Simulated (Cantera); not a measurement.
A perfectly stirred reactor is fed with CH4 : O2 : N2 = 1 : 1.33 : 5.01 (molar parts), equivalence ratio 1.5, at 1580 Torr; it is adiabatic with a 375 K inlet, and is followed from long to short residence time, starting on the burning branch (τ in s: 0.044, 0.02, 0.0093, 0.0043, 0.002, 0.00091, 0.00042, 0.00019, 9e-05, 4.1e-05).

Model: GRI-Mech 3.0 (53 species, 325 reactions), integrated in Cantera.

```csv
quantity,before,after
"blow-out, bracketed by the residence times tried","burning at 0.910 ms, out at 0.420 ms","burning at 20.0 ms, out at 9.30 ms"
x(CH4) at τ = 44.0 ms,0.00244,0.0457
x(O2) at τ = 44.0 ms,0.000392,0.00587
x(CH3) at τ = 44.0 ms,0.000213,0.000232
x(C2H4) at τ = 44.0 ms,1.62e-5,0.00172
x(C2H6) at τ = 44.0 ms,1.39e-6,0.000252
x(CH4) at τ = 0.910 ms,0.00855,0.202
x(O2) at τ = 0.910 ms,0.00963,0.168
x(CH3) at τ = 0.910 ms,0.00133,<1e-12
x(C2H4) at τ = 0.910 ms,0.000503,<1e-12
x(C2H6) at τ = 0.910 ms,7.88e-5,<1e-12
```

Problem. Name the change that produced these shifts.
A) CH4 1 to 1.6 parts
B) inlet temperature 375 to 550 K
C) inlet temperature 375 to 775 K
D) N2 5.01 to 7.1 parts

Solution. A, CH4 1 to 1.6 parts
